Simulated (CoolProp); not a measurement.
A single-stage vapour-compression cycle with CH2F2 (R32): evaporating at 255.15 K (dew point), condensing at 280.15 K (bubble point), superheat 0 K, subcooling 0 K, compressor efficiency 0.85, no pressure losses. Each further row changes one setting.

The numbers come from the reference Helmholtz-energy equation of state, Tillner-Roth 1997 in CoolProp.

```
case                              cooling COP  pressure ratio  discharge temperature (K)  refrigerating effect (kJ/kg)  volumetric capacity (kJ/m³)
--------------------------------  -----------  --------------  -------------------------  ----------------------------  ---------------------------
as stated                                7.68            2.31                      308.4                           298                         3580
evaporating temperature 260.15 K         9.98            1.93                      301.8                           300                         4290
condensing temperature 275.15 K          9.83            1.98                      298.0                           307                         3680
subcooling 5 K                           7.91            2.31                      308.4                           307                         3680
superheat 10 K                           7.50            2.31                      320.4                           309                         3500
compressor efficiency 0.75               6.78            2.31                      313.3                           298                         3580
```
